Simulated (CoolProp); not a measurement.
Properties of R134a along the isotherm 104.35 °C (Tc = 101.1 °C, pc = 4.059 MPa, ω = 0.327).

The numbers come from the reference Helmholtz-energy equation of state, Tillner-Roth 1994 in CoolProp.

| p (MPa) | phase | density (kg/m³) | cp (kJ/(kg K)) | expansivity (1/kK) | Prandtl number | fugacity coefficient |
|---|---|---|---|---|---|---|
| 3.38 | gas | 178.1 | 1.728 | 13.82 | 1.20 | 0.7238 |
| 6.77 | supercritical | 861.1 | 1.978 | 9.473 | 2.81 | 0.4537 |
| 10.1 | supercritical | 942.7 | 1.673 | 5.559 | 2.62 | 0.3427 |
| 13.5 | supercritical | 992.3 | 1.562 | 4.222 | 2.59 | 0.2874 |
| 16.9 | supercritical | 1029 | 1.502 | 3.514 | 2.60 | 0.2561 |
| 20.3 | supercritical | 1057 | 1.463 | 3.065 | 2.62 | 0.2370 |
| 23.7 | supercritical | 1082 | 1.436 | 2.749 | 2.66 | 0.2251 |
| 27.1 | supercritical | 1103 | 1.415 | 2.512 | 2.69 | 0.2178 |
| 30.4 | supercritical | 1121 | 1.399 | 2.331 | 2.73 | 0.2139 |
| 33.8 | supercritical | 1137 | 1.386 | 2.180 | 2.77 | 0.2121 |
| 37.2 | supercritical | 1152 | 1.375 | 2.054 | 2.81 | 0.2123 |
| 40.6 | supercritical | 1166 | 1.366 | 1.948 | 2.86 | 0.2140 |

Viscosity comes from a separate model (Huber 2003), an estimate that may be off by 10 % or more. Thermal conductivity comes from a separate model (McLinden 2000), an estimate that may be off by 10 % or more.
